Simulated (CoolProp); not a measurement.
Vapour-liquid equilibrium of propane (1) + R134a (2) at 6.35 °C; x and y are mole fractions of (1).

The numbers come from the multi-fluid Helmholtz-energy mixture model, Lemmon 2009 and Tillner-Roth 1994; pair parameters Bell 2016 in CoolProp.

```
x     bubble pressure, mixture model (MPa)  bubble pressure, Raoult's law (MPa)  y, mixture model  y, Raoult's law
----  ------------------------------------  -----------------------------------  ----------------  ---------------
0.05                                0.4612                               0.3767             0.222            0.076
0.2                                 0.6210                               0.4078             0.466            0.281
0.35                                0.6822                               0.4388             0.549            0.457
0.5                                 0.7060                               0.4698             0.596            0.610
0.65                                0.7127                               0.5009             0.643            0.744
0.8                                 0.6974                               0.5319             0.717            0.862
0.95                                0.6243                               0.5630             0.887            0.967
```

The largest gap from Raoult's law is +55.5 % in bubble pressure, at x = 0.35. y crosses x between x = 0.5 and 0.65: the model has an azeotrope there.

Pair parameters are fitted to limited data, so mixtures are less certain than the pure fluids. With so large a gap from Raoult's law the liquid may split in two, which this calculation doesn't test in full.
